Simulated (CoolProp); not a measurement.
A simple Rankine cycle with benzene: condensing at 321.15 K, boiler at 0.739 MPa, turbine inlet 475.2 K, turbine efficiency 0.9, pump efficiency 0.7, no recuperator. Each further row changes one setting.

Computed with CoolProp (reference Helmholtz-energy equation of state, Thol 2012).

| case | thermal efficiency (%) | net work (kJ/kg) | heat in (kJ/kg) | turbine exit temperature (K) | volume ratio over the turbine |
|---|---|---|---|---|---|
| as stated | 19.3 | 120 | 623 | 387.7 | 19.8 |
| turbine inlet 495.2 K | 19.2 | 127 | 659 | 408.4 | 19.7 |
| condensing temperature 313.15 K | [?] | [?] | 637 | 379.4 | 26.6 |
| boiler pressure 0.517 MPa | 17.4 | 109 | 628 | 399.2 | 13.8 |
| turbine efficiency 0.8 | [?] | 107 | 623 | 397.2 | 20.3 |

Question: Fill in the missing entries.

Answer: 
- condensing temperature 313.15 K, thermal efficiency (%): 20.6
- condensing temperature 313.15 K, net work (kJ/kg): 131
- turbine efficiency 0.8, thermal efficiency (%): 17.1
